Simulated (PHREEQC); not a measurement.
Solution (25 °C): 0.02 mol/kgw HF, 0.06 mol/kgw KF and 4.8e-05 mol/kgw H4SiO4. Closed to the air; pH follows from the charge balance.

Equilibrium calculation in PHREEQC: ion-association model, wateq4f.dat.

```
quantity              before    after
-------------------  -------  -------
pH                      3.65     3.70
F- (mol/kgw)          0.0568  0.00617
HF (mol/kgw)          0.0150  0.00171
HF2- (mol/kgw)       0.00332  4.05e-5
SI of Quartz (SiO2)    -8.22    -3.40
```

Task: Which change was made?
A. diluted 10-fold with water
B. H4SiO4 from 4.8e-05 to 9.6e-05 mol/kgw
C. KF from 0.06 to 0.006 mol/kgw
D. temperature from 25 to 10 °C
E. HF left out

Result: A, diluted 10-fold with water

No solid was allowed to form. SiF6-2 is the database's only silicon fluoride.
